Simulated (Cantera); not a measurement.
An adiabatic, constant-volume homogeneous reactor starts with CO : H2 : CH4 : O2 : N2 : CO2 = 1 : 0.74 : 0.089 : 0.655 : 2.46 : 0.43 (molar parts), equivalence ratio 1.6, at 1525 K and 3.85 atm.

Detailed kinetics in Cantera: GRI-Mech 3.0 (53 species, 325 reactions).

x: mole fraction; the columns are a selection and need not sum to one.

```
t (s)     T (K)  P (bar)   x CO    x H2   x CH4     x HCO   x CH2O
--------  -----  -------  -----  ------  ------  --------  -------
1.00e-6    1525     3.90  0.186   0.138  0.0166  5.89e-10  6.07e-9
3.11e-6    1526     3.90  0.186   0.137  0.0164   4.63e-8  2.80e-6
9.69e-6       ?     6.30  0.175       ?  <1e-12         ?  9.85e-9
3.01e-5    2957     7.08  0.161  0.0231  <1e-12   7.50e-7  1.05e-8
9.38e-5    2960     7.08  0.161  0.0231  <1e-12   7.31e-7  1.07e-8
0.000292   2951     7.06  0.162  0.0234  <1e-12   7.24e-7  1.09e-8
0.000909   2948     7.05  0.162  0.0235  <1e-12   7.22e-7  1.09e-8
0.00283    2948     7.05  0.162  0.0235  <1e-12   7.22e-7  1.09e-8
0.00880    2948     7.05  0.162  0.0235  <1e-12   7.22e-7  1.09e-8
0.0274     2948     7.05  0.162  0.0235  <1e-12   7.22e-7  1.09e-8
0.0853     2948     7.05  0.162  0.0235  <1e-12   7.22e-7  1.09e-8
0.265      2948     7.05  0.162  0.0235  <1e-12   7.22e-7  1.09e-8
0.826      2948     7.05  0.162  0.0235  <1e-12   7.22e-7  1.09e-8
2.57       2948     7.05  0.162  0.0235  <1e-12   7.22e-7  1.09e-8
8.00       2948     7.05  0.162  0.0235  <1e-12   7.22e-7  1.09e-8
```

Q: Complete the blanks.

A: 
- 9.69e-6, T (K): 2560
- 9.69e-6, x H2: 0.0287
- 9.69e-6, x HCO: 1.93e-6
